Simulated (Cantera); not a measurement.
Feed: 1 mol Ta, a varied amount of H₂O, 65 mol H₂, equilibrated at 2148 K and 1.95 Torr.

These are equilibrium values from Cantera (NASA tables, ideal gas, pure condensed phases), not measurements of a reactor. Candidate condensed phases: H₂O, Ta, Ta₂O₅; 12 gas species. Equilibrium is a limit: real reactors are often held back by kinetics, nucleation or transport.

Task: At 3.9 mol H₂O, list the 4 most abundant gas species with their mole fractions, and the condensed phases.

Result: H₂ 0.901, H 0.0776, H₂O 0.0201, TaO₂ 0.00147. Condensed: Ta₂O₅(l).
